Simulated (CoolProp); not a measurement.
A closed Brayton cycle with nitrogen: compressor inlet 332.15 K and 0.13 MPa, high pressure 0.284 MPa, turbine inlet 835 K, compressor efficiency 0.89, turbine efficiency 0.85, recuperator effectiveness 0 (on enthalpy, no pinch check). Each further row changes one setting.

Computed with CoolProp (reference Helmholtz-energy equation of state, Span 2000).

```csv
case,thermal efficiency (%),net work (kJ/kg),compressor to turbine work,compressor exit (K),turbine exit (K)
as stated,11.6,51.8,0.65,425.2,701.6
turbine inlet 785 K,11.0,42.7,0.69,425.2,658.4
compressor inlet 342.15 K,11.3,48.9,(withheld),(withheld),701.6
high pressure 0.241 MPa,(withheld),45.3,0.62,403.9,727.7
recuperator effectiveness 0.5,17.4,51.8,0.65,425.2,701.6
```

Task: Some entries are withheld; supply them.

Result: 
- compressor inlet 342.15 K, compressor to turbine work: 0.67
- compressor inlet 342.15 K, compressor exit (K): 437.9
- high pressure 0.241 MPa, thermal efficiency (%): 9.7
